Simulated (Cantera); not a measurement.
Charge: 1 mol FeS2, 0.6 mol H2, 36 mol N2, at 1700 K.

Method: chemical equilibrium by Gibbs-energy minimisation in Cantera with the NASA 1993 tables (ideal gas, pure condensed phases). Candidate condensed phases: Fe, FeS, FeS2, S; 16 gas species. The numbers say what is thermodynamically allowed, not how fast it happens.

Q: At 0.00180 bar, list the 4 most abundant gas species with their mole fractions, and the condensed phases.

A: N2 0.953, S2 0.0255, H2 0.0152, Fe 0.00350. Condensed: Fe(δ).
